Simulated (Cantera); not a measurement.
A perfectly stirred reactor is fed with 3.12 % C2H4, 96.9 % H2, at 0.195 Torr; it is held at 1600 K, and followed from long to short residence time.

Model: GRI-Mech 3.0 (53 species, 325 reactions), integrated in Cantera. GRI-Mech 3.0 was tuned for natural gas; its chemistry of ethylene as a main component is partial and can be far from experiment. GRI-Mech 3.0 stops at C3 and has no aromatics, soot or wall deposition, so with more carbon than oxygen in the feed, carbon stays in small species such as C2H2 where larger ones or solid carbon would form. Radical loss at walls, strong at low pressure, is not modelled.

x: mole fraction; the columns are a selection and need not sum to one.

```json
[
 {"τ (s)": "0.72", "x C2H4": "0.0264", "x H2": "0.969", "x C2H2": "0.00466", "x CH2": "4.39e-11", "x C2H": "6.56e-11", "x C2H6": "2.49e-9"},
 {"τ (s)": "0.38", "x C2H4": "0.0286", "x H2": "0.969", "x C2H2": "0.00260", "x CH2": "2.52e-11", "x C2H": "1.95e-11", "x C2H6": "2.44e-9"},
 {"τ (s)": "0.20", "x C2H4": "0.0298", "x H2": "0.969", "x C2H2": "0.00141", "x CH2": "1.37e-11", "x C2H": "5.58e-12", "x C2H6": "2.20e-9"},
 {"τ (s)": "0.11", "x C2H4": "0.0304", "x H2": "0.969", "x C2H2": "…", "x CH2": "7.55e-12", "x C2H": "1.71e-12", "x C2H6": "…"},
 {"τ (s)": "0.056", "x C2H4": "0.0308", "x H2": "0.969", "x C2H2": "0.000406", "x CH2": "3.75e-12", "x C2H": "<1e-12", "x C2H6": "1.35e-9"},
 {"τ (s)": "0.029", "x C2H4": "0.0310", "x H2": "0.969", "x C2H2": "0.000211", "x CH2": "1.83e-12", "x C2H": "<1e-12", "x C2H6": "8.83e-10"},
 {"τ (s)": "0.015", "x C2H4": "0.0311", "x H2": "0.969", "x C2H2": "0.000109", "x CH2": "<1e-12", "x C2H": "<1e-12", "x C2H6": "5.17e-10"},
 {"τ (s)": "0.0081", "x C2H4": "0.0312", "x H2": "0.969", "x C2H2": "5.92e-5", "x CH2": "<1e-12", "x C2H": "<1e-12", "x C2H6": "2.87e-10"},
 {"τ (s)": "0.0043", "x C2H4": "0.0312", "x H2": "0.969", "x C2H2": "3.14e-5", "x CH2": "<1e-12", "x C2H": "<1e-12", "x C2H6": "1.44e-10"},
 {"τ (s)": "0.0023", "x C2H4": "0.0312", "x H2": "0.969", "x C2H2": "…", "x CH2": "<1e-12", "x C2H": "<1e-12", "x C2H6": "6.64e-11"}
]
```

**Question.** What belongs in the gaps?

**Answer.** 
- 0.11, x C2H2: 0.000789
- 0.11, x C2H6: 1.85e-9
- 0.0023, x C2H2: 1.68e-5
